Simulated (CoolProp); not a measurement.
A single-stage vapour-compression cycle with propylene: evaporating at 229.15 K (dew point), condensing at 289.15 K (bubble point), superheat 10 K, subcooling 5 K, compressor efficiency 0.7, no pressure losses. Each further row changes one setting.

Model: reference Helmholtz-energy equation of state, Lemmon 2013, in CoolProp.

```tsv
case	cooling COP	pressure ratio	discharge temperature (K)	refrigerating effect (kJ/kg)	volumetric capacity (kJ/m³)
as stated	2.13	7.69	347.0	319	834
evaporating temperature 234.15 K	2.42	6.21	341.4	325	1040
condensing temperature 284.15 K	2.38	6.72	339.6	332	866
subcooling 10 K	2.21	7.69	347.0	332	866
superheat 20 K	2.12	7.69	358.2	333	831
compressor efficiency 0.6	1.82	7.69	360.5	319	834
```
